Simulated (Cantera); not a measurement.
An isothermal, constant-pressure homogeneous reactor starts with CH4 : CO2 : H2 = 1 : 1.6 : 0.55 (molar parts), at 1950 K and 1.00 atm.

Cantera simulation using GRI-Mech 3.0 (53 species, 325 reactions); the numbers are that mechanism's predictions, not measurements.

One state of this run: x CH4 = 0.0109; x CO2 = 0.0656; x H2 = 0.276; x HO2 = 1.77e-11; x C2H4 = 0.000211; x OH = 4.33e-5; x O = 2.85e-8. x: mole fraction; the columns are a selection and need not sum to one.

Problem. Which value of t (s) does it belong to?
A. 0.0283
B. 0.00296
C. 0.000100
D. 0.00915

Solution. D, 0.00915
